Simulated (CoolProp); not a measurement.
Saturated liquid density (kg/m³) of R114: the reference equation beside estimates from Tc = 147.5 °C, pc = 3.352 MPa, ω = 0.252. Rackett uses Z = 0.29056 − 0.08775 ω.

The numbers come from the reference Helmholtz-energy equation of state, Platzer 1990 in CoolProp. This equation is an older, rougher fit; its heat capacities, sound speeds and derivatives of the liquid may be far off and weren't checked against measurements.

| T (°C) | reference | Rackett | van der Waals | Redlich-Kwong | Soave-Redlich-Kwong |
|---|---|---|---|---|---|
| 21.05 | 1467 | 1552 | 935.7 | 1357 | 1411 |
| 32.45 | 1431 | 1513 | 913.0 | 1316 | 1372 |
| 43.95 | 1394 | 1473 | 888.8 | 1273 | … |
| 55.35 | 1355 | 1431 | 863.4 | 1227 | … |
| 66.75 | 1314 | 1387 | 836.1 | 1178 | … |
| 78.25 | 1269 | 1339 | 806.4 | 1125 | … |
| 89.65 | 1220 | 1287 | 774.4 | 1067 | 1122 |
| 101.05 | 1165 | 1230 | 738.8 | 1003 | 1055 |
| 112.55 | 1101 | 1164 | 698.1 | 930.7 | 978.1 |

### Question
Some entries are withheld; supply them.

### Answer

- 43.95, Soave-Redlich-Kwong: 1330
- 55.35, Soave-Redlich-Kwong: 1285
- 66.75, Soave-Redlich-Kwong: 1236
- 78.25, Soave-Redlich-Kwong: 1182

Absolute difference from the reference over all 9 rows, mean and median: Rackett 5.6 and 5.6 %, van der Waals 36.4 and 36.4 %, Redlich-Kwong 10.8 and 10.4 %, Soave-Redlich-Kwong 6.6 and 5.9 %.
